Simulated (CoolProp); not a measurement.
A closed Brayton cycle with carbon dioxide: compressor inlet 331.15 K and 8.4 MPa, high pressure 23.5 MPa, turbine inlet 810 K, compressor efficiency 0.85, turbine efficiency 0.93, recuperator effectiveness 0.9 (on enthalpy, no pinch check). Each further row changes one setting.

The numbers come from the reference Helmholtz-energy equation of state, Span 1996 in CoolProp.

| case | thermal efficiency (%) | net work (kJ/kg) | compressor to turbine work | compressor exit (K) | turbine exit (K) |
|---|---|---|---|---|---|
| as stated | 33.1 | 79.0 | 0.42 | 420.9 | 684.8 |
| turbine inlet 760 K | 31.0 | 69.3 | 0.45 | 420.9 | 639.4 |
| compressor inlet 341.15 K | 31.8 | 73.0 | 0.46 | 436.2 | 684.8 |
| high pressure 20 MPa | 32.3 | 69.7 | 0.40 | 406.4 | 703.9 |
| recuperator effectiveness 0.5 | 22.0 | 79.0 | 0.42 | 420.9 | 684.8 |
